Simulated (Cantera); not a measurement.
An isothermal, constant-pressure homogeneous reactor starts with CH4 : O2 : N2 = 0.014 : 0.0052 : 0.14 (molar parts), at 1150 K and 1.01 bar.

Computed with Cantera and GRI-Mech 3.0 (53 species, 325 reactions). GRI-Mech 3.0 stops at C3 and has no aromatics, soot or wall deposition, so with more carbon than oxygen in the feed, carbon stays in small species such as C2H2 where larger ones or solid carbon would form. The temperature is held fixed by assumption; the heat of reaction is taken as removed at once.

x: mole fraction; the columns are a selection and need not sum to one.

```
t (s)      x CH4     x O2   x CH2CO    x C2H6       x H     x HCN
--------  ------  -------  --------  --------  --------  --------
8.00e-6   0.0879   0.0327    <1e-12    <1e-12  3.37e-12    <1e-12
3.06e-5   0.0879   0.0327    <1e-12    <1e-12  3.51e-12    <1e-12
0.000117  0.0879   0.0327    <1e-12    <1e-12  3.93e-12    <1e-12
0.000450  0.0879   0.0327    <1e-12  6.89e-12  5.80e-12    <1e-12
0.00172   0.0879   0.0327    <1e-12  6.79e-10  1.78e-11    <1e-12
0.00660   0.0879   0.0327    <1e-12   9.42e-8  8.33e-11    <1e-12
0.0253    0.0879   0.0327  1.52e-11   1.87e-6  1.23e-10    <1e-12
0.0969    0.0879   0.0326  5.73e-10   1.08e-5  2.06e-10    <1e-12
0.371     0.0877   0.0325   3.61e-8   6.86e-5  7.47e-10    <1e-12
1.42      0.0844   0.0304   1.20e-5  0.000591         …    <1e-12
5.45      0.0542  0.00186  0.000179  0.000274         …  7.43e-12
20.9      0.0529  7.36e-5   1.09e-5   3.18e-5         …  1.72e-11
80.0      0.0527  1.38e-6   2.64e-7   1.54e-5         …  2.28e-11
```

Question: Complete the blanks.

Answer: 
- 1.42, x H: 8.51e-9
- 5.45, x H: 6.93e-8
- 20.9, x H: 1.18e-8
- 80.0, x H: 7.15e-9
